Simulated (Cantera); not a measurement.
Silicon etching in halogen gases: Si + F2 + N2

A closed system holds: 1 mol Si, 4.4 mol F2, 11 mol N2, equilibrated at 10.0 mbar.

Cantera equilibrium calculation (NASA polynomials, part measured and part estimated; ideal gas, pure solids and liquids). Candidate condensed phases: Si, Si3N4; 16 gas species. The numbers say what is thermodynamically allowed, not how fast it happens.

From 523 K to 673 K nothing is condensed. The main Si-bearing gas is SiF4 throughout.

```csv
T (K),x N2,x NF3,x SiF4,x F2,x F
523,0.797,0.124,0.0781,0.000722,3.47e-6
548,0.797,0.124,0.0780,0.00181,1.28e-5
573,0.796,0.122,0.0779,0.00416,4.22e-5
598,0.795,0.118,0.0777,0.00884,0.000125
623,0.793,0.112,0.0772,0.0173,0.000337
648,0.790,0.101,0.0764,0.0312,0.000828
673,0.786,0.0858,0.0753,0.0512,0.00186
```
x: gas mole fraction; nothing condenses.
